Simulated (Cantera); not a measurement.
B₂H₆ + H₂ (boron, boron nitride and boron oxide)

Feed: 1 mol B₂H₆, 3 mol H₂, at 22.0 mbar.

Equilibrium computed with Cantera from the NASA thermochemical tables; the gas is ideal and each condensed phase is pure. Candidate condensed phases: B; 7 gas species. The feed counts by its element totals alone. The tables' values for BH₂ are old estimates; treat these amounts as uncertain. Kinetics and transport are ignored.

```csv
T (°C),log p H₂,log p H,log p BH₂,log p B,log p BH,log p BH₃,n B(s),n B(l)
500,-1.66,-12.87,-13.07,<-13,<-13,-10.78,2.00,0
650,-1.66,-10.44,-10.91,<-13,<-13,-9.72,2.00,0
800,-1.66,-8.68,-9.36,<-13,<-13,-8.97,2.00,0
950,-1.66,-7.35,-8.19,<-13,<-13,-8.42,2.00,0
1100,-1.66,-6.31,-7.29,-13.51,-12.53,-7.99,2.00,0
1250,-1.66,-5.46,-6.56,-11.42,-10.89,-7.65,2.00,0
1400,-1.66,-4.77,-5.97,-9.71,-9.55,-7.38,2.00,0
1550,-1.66,-4.19,-5.47,-8.28,-8.44,-7.15,2.00,0
1700,-1.66,-3.70,-5.06,-7.07,-7.50,-6.97,2.00,0
1850,-1.67,-3.28,-4.71,-6.04,-6.70,-6.82,1.99,0
2000,-1.68,-2.92,-4.42,-5.14,-6.01,-6.70,1.99,0
2150,-1.71,-2.61,-4.21,-4.39,-5.45,-6.66,0,1.97
```
log p: log10 of the partial pressure in bar; n: condensed amount in mol.

From 500 °C to 2000 °C the condensed part is B(s). At 2150 °C the condensed part is B(l).
